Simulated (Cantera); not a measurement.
A perfectly stirred reactor is fed with H₂ : O₂ : N₂ = 0.36 : 1 : 1.8 (molar parts), equivalence ratio 0.18, at 0.820 bar; it is held at 1300 K, and followed from long to short residence time.

Model: the H2/O2 subset of GRI-Mech 3.0, which has no nitrogen chemistry, integrated in Cantera. The temperature is held fixed by assumption; the heat of reaction is taken as removed at once.

Question: What does this change do: pressure from 0.820 bar to 0.133 bar?

Answer: 
```csv
quantity,before,after
x(H₂) at τ = 0.770 s,4.85e-5,0.000118
x(O₂) at τ = 0.770 s,0.275,0.275
x(H₂O₂) at τ = 0.770 s,2.34e-7,2.30e-7
x(HO₂) at τ = 0.770 s,2.44e-6,2.99e-6
x(H₂O) at τ = 0.770 s,0.121,0.120
x(H₂) at τ = 6.50 ms,0.00106,0.00235
x(O₂) at τ = 6.50 ms,0.275,0.272
x(H₂O₂) at τ = 6.50 ms,1.87e-6,9.81e-7
x(HO₂) at τ = 6.50 ms,3.46e-5,1.65e-5
x(H₂O) at τ = 6.50 ms,0.119,0.115
```
